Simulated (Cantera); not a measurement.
An isothermal, constant-pressure homogeneous reactor starts with NH3 : H2 = 1.3 : 0.72 (molar parts), at 1850 K and 0.133 bar.

Cantera simulation using the gas-phase N/H chemistry of the illustrative SiF4/NH3 mechanism in the Surface Chemkin manual (1991); the numbers are that mechanism's predictions, not measurements. Walls and surfaces, which speed up NH3 decomposition in real reactors, are not modelled.

x: mole fraction; the columns are a selection and need not sum to one.

```tsv
t (s)	x NH3	x H2	x N2H4	x NH2	x N2H2
3.00e-5	0.644	0.356	1.21e-11	…	1.66e-10
8.77e-5	0.644	0.356	1.13e-10	…	2.42e-9
0.000256	0.643	0.356	9.90e-10	…	2.76e-8
0.000750	0.643	0.356	8.11e-9	…	2.91e-7
0.00219	0.643	0.357	3.83e-8	…	1.80e-6
0.00641	0.640	0.359	4.81e-8	0.000456	2.36e-6
0.0187	0.632	0.364	4.74e-8	0.000453	2.32e-6
0.0548	0.610	0.379	4.53e-8	0.000442	2.20e-6
0.160	0.552	0.420	3.97e-8	0.000415	1.90e-6
0.468	0.421	0.511	2.79e-8	…	1.29e-6
1.37	0.214	0.655	1.14e-8	…	5.36e-7
4.00	0.0471	0.771	1.47e-9	…	8.39e-8
11.7	0.00202	0.802	1.53e-11	…	1.44e-9
34.2	0.000207	0.803	<1e-12	…	2.03e-11
100	5.51e-5	0.803	<1e-12	…	1.47e-12
```

Question: Complete the blanks.

Answer: 
- 3.00e-5, x NH2: 7.68e-6
- 8.77e-5, x NH2: 2.26e-5
- 0.000256, x NH2: 6.58e-5
- 0.000750, x NH2: 0.000187
- 0.00219, x NH2: 0.000407
- 0.468, x NH2: 0.000347
- 1.37, x NH2: 0.000223
- 4.00, x NH2: 7.99e-5
- 11.7, x NH2: 8.17e-6
- 34.2, x NH2: 9.39e-7
- 100, x NH2: 2.50e-7
